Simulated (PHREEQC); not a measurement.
Consider water at 25 °C with 0.0046 mol/kgw HF, 9.2e-05 mol/kgw (CH3)4NF and 0.0009 mol/kgw H2SO4. Closed to the air; pH follows from the charge balance.

The numbers come from PHREEQC with the ion-association model, phreeqc.dat.

No solid was allowed to form.

Question: What pH, specific conductance, ionic strength does the model give?

Answer: pH 2.61; specific conductance 1050 µS/cm; ionic strength 0.00346 mol/kgw.

Question: In which forms is F present?

Answer: HF 77 %, F- 22 %, HF2- 0.6 % of the F.

Complexes and solids missing from the database can't appear. (CH3)4N+ isn't in the database: it is added as a free cation with an ion size of 4 Å.
